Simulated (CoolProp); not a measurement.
Vapour-liquid equilibrium of isobutane (1) + isobutene (2) at 227.6 K; x and y are mole fractions of (1).

Computed with CoolProp (multi-fluid Helmholtz-energy mixture model, Bücker 2006 and Lemmon 2005; pair parameters Bell 2016).

| x | bubble pressure (bar) | y at the bubble point | dew pressure at overall composition x (bar) | liquid density (mol/L) |
|---|---|---|---|---|
| 0.05 | 0.1694 | 0.069 | 0.1685 | 11.86 |
| 0.15 | 0.1758 | 0.195 | 0.1736 | 11.74 |
| 0.25 | 0.1817 | 0.310 | 0.1787 | 11.62 |
| 0.35 | 0.1872 | 0.416 | 0.1838 | 11.51 |
| 0.45 | 0.1922 | 0.515 | 0.1889 | 11.40 |
| 0.55 | 0.1969 | 0.609 | 0.1940 | 11.29 |
| 0.65 | 0.2013 | 0.699 | 0.1989 | 11.19 |
| 0.75 | 0.2054 | 0.787 | 0.2037 | 11.09 |
| 0.85 | 0.2093 | 0.873 | 0.2083 | 10.98 |
| 0.95 | 0.2129 | 0.958 | 0.2126 | 10.89 |

No azeotrope shows between x = 0.05 and 0.95.

Pair parameters are fitted to limited data, so mixtures are less certain than the pure fluids.
